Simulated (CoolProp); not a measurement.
Vapour-liquid equilibrium of diethyl ether (1) + methanol (2) at 0.062 MPa; x and y are mole fractions of (1).

Values from CoolProp's multi-fluid Helmholtz-energy mixture model, Thol 2014 and de Reuck 1993; pair parameters Bell 2016.

```csv
x,"bubble temperature, mixture model (K)","bubble temperature, Raoult's law (K)","y, mixture model","y, Raoult's law"
0.05,317.7,323.4,0.321,0.139
0.15,307.8,319.1,0.599,0.362
0.25,302.9,315.1,0.703,0.530
0.35,300.2,311.5,0.753,0.655
0.45,298.7,308.2,0.783,0.751
0.55,297.6,305.2,0.806,0.824
0.65,296.7,302.4,0.829,0.881
0.75,295.8,299.9,0.857,0.925
0.85,295.1,297.6,0.897,0.960
0.95,294.6,295.5,0.957,0.988
```

The largest gap from Raoult's law is -12.2 K in bubble temperature, at x = 0.25. No azeotrope shows between x = 0.05 and 0.95.

The pair parameters rest on a limited set of measurements; away from them the model extrapolates.
